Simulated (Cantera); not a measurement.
# Ignition delay

Mixture: 4.57 % CH4, 0.274 % C2H6, 15.1 % O2, 80.1 % N2, equivalence ratio 0.67, at 22.7 atm, adiabatic and at constant volume. Ignition delay is the time to a rise of 400 K.

Computed with Cantera and GRI-Mech 3.0 (53 species, 325 reactions). The pressure lies above the range GRI-Mech 3.0 was tuned for (to about 10 atm).

```json
[
 {"T0 (K)": "1298", "delay (ms)": "0.303"},
 {"T0 (K)": "1373", "delay (ms)": "0.145"},
 {"T0 (K)": "1448", "delay (ms)": "0.0736"},
 {"T0 (K)": "1523", "delay (ms)": "0.0388"},
 {"T0 (K)": "1598", "delay (ms)": "0.0212"}
]
```

| Quantity | Value |
|---|---|
| apparent activation energy between 1448 and 1598 K | 160 kJ/mol |
